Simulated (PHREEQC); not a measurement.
# Copper plating or etch bath (model solution)

Consider water at 25 °C with 0.013 mol Cu(NO3)2 and 0.00076 mol FeCl3 per kg of water. Closed to the air; pH follows from the charge balance.

Computed with PHREEQC (ion-association model, phreeqc.dat).

Each row changes one thing in this solution. Precipitation was switched off in this run.

```json
[
 {"case": "as made", "pH": "3.16", "ionic strength (mol/kgw)": "0.0421", "FeOH+2 (mol/kgw)": "0.000469", "Fe(OH)2+ (mol/kgw)": "0.000131", "Fe+3 (mol/kgw)": "9.36e-5", "CuCl+ (mol/kgw)": "3.92e-5", "SI of Fe(OH)3(a) (Fe(OH)3)": "-0.02", "SI of Goethite (FeOOH)": "+5.87"},
 {"case": "Cu(NO3)2 replaced by CuSO4 at the same molality", "pH": "3.49", "ionic strength (mol/kgw)": "0.0372", "FeOH+2 (mol/kgw)": "0.000231", "Fe(OH)2+ (mol/kgw)": "0.000142", "Fe+3 (mol/kgw)": "2.12e-5", "CuCl+ (mol/kgw)": "2.82e-5", "SI of Fe(OH)3(a) (Fe(OH)3)": "+0.35", "SI of Goethite (FeOOH)": "+6.24"},
 {"case": "Cu(NO3)2 from 0.013 to 0.026 mol/kgw", "pH": "3.19", "ionic strength (mol/kgw)": "0.0812", "FeOH+2 (mol/kgw)": "0.000456", "Fe(OH)2+ (mol/kgw)": "0.000116", "Fe+3 (mol/kgw)": "9.52e-5", "CuCl+ (mol/kgw)": "6.53e-5", "SI of Fe(OH)3(a) (Fe(OH)3)": "-0.07", "SI of Goethite (FeOOH)": "+5.82"},
 {"case": "diluted 2-fold with water", "pH": "3.38", "ionic strength (mol/kgw)": "?", "FeOH+2 (mol/kgw)": "0.000227", "Fe(OH)2+ (mol/kgw)": "0.000118", "Fe+3 (mol/kgw)": "2.49e-5", "CuCl+ (mol/kgw)": "1.16e-5", "SI of Fe(OH)3(a) (Fe(OH)3)": "+0.17", "SI of Goethite (FeOOH)": "+6.06"},
 {"case": "Cu(NO3)2 from 0.013 to 0.0195 mol/kgw", "pH": "?", "ionic strength (mol/kgw)": "0.0617", "FeOH+2 (mol/kgw)": "0.000462", "Fe(OH)2+ (mol/kgw)": "0.000122", "Fe+3 (mol/kgw)": "9.48e-5", "CuCl+ (mol/kgw)": "5.31e-5", "SI of Fe(OH)3(a) (Fe(OH)3)": "-0.05", "SI of Goethite (FeOOH)": "+5.85"},
 {"case": "0.00027 mol/kgw KHCO3 added", "pH": "3.29", "ionic strength (mol/kgw)": "?", "FeOH+2 (mol/kgw)": "0.000456", "Fe(OH)2+ (mol/kgw)": "0.000171", "Fe+3 (mol/kgw)": "6.80e-5", "CuCl+ (mol/kgw)": "3.92e-5", "SI of Fe(OH)3(a) (Fe(OH)3)": "+0.22", "SI of Goethite (FeOOH)": "+6.12"},
 {"case": "FeCl3 from 0.00076 to 0.000152 mol/kgw", "pH": "3.72", "ionic strength (mol/kgw)": "0.0395", "FeOH+2 (mol/kgw)": "7.28e-5", "Fe(OH)2+ (mol/kgw)": "7.37e-5", "Fe+3 (mol/kgw)": "4.02e-6", "CuCl+ (mol/kgw)": "7.99e-6", "SI of Fe(OH)3(a) (Fe(OH)3)": "+0.29", "SI of Goethite (FeOOH)": "+6.18"},
 {"case": "Cu(NO3)2 from 0.013 to 0.0013 mol/kgw", "pH": "3.11", "ionic strength (mol/kgw)": "0.00699", "FeOH+2 (mol/kgw)": "0.000484", "Fe(OH)2+ (mol/kgw)": "0.000160", "Fe+3 (mol/kgw)": "8.32e-5", "CuCl+ (mol/kgw)": "5.64e-6", "SI of Fe(OH)3(a) (Fe(OH)3)": "+0.06", "SI of Goethite (FeOOH)": "+5.95"}
]
```

What belongs in the gaps?


- diluted 2-fold with water, ionic strength (mol/kgw): 0.0209
- Cu(NO3)2 from 0.013 to 0.0195 mol/kgw, pH: 3.18
- 0.00027 mol/kgw KHCO3 added, ionic strength (mol/kgw): 0.0420

Complexes and solids missing from the database can't appear. Some of these states are supersaturated (in Hematite (slow to form), Goethite (slow to form), Fe(OH)3(a), for instance).
